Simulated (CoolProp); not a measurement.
Vapour-liquid equilibrium of cyclohexane (1) + n-octane (2) at 79.25 °C; x and y are mole fractions of (1).

Values from CoolProp's multi-fluid Helmholtz-energy mixture model, Zhou 2014 and Beckmüller 2019; pair parameters Bell 2016.

```csv
x,"bubble pressure, mixture model (bar)","bubble pressure, Raoult's law (bar)","y, mixture model","y, Raoult's law"
0.05,0.2637,0.2642,0.179,0.183
0.15,0.3378,0.3384,0.424,0.430
0.25,0.4124,0.4126,0.581,0.587
0.35,0.4871,0.4869,0.691,0.697
0.45,0.5616,0.5611,0.772,0.777
0.55,0.6357,0.6353,0.834,0.839
0.65,0.7096,0.7096,0.883,0.888
0.75,0.7834,0.7838,0.923,0.928
0.85,0.8574,0.8580,0.958,0.960
0.95,0.9319,0.9323,0.987,0.988
```

The largest gap from Raoult's law is -0.2 % in bubble pressure, at x = 0.05. No azeotrope shows between x = 0.05 and 0.95.

Pair parameters are fitted to limited data, so mixtures are less certain than the pure fluids.
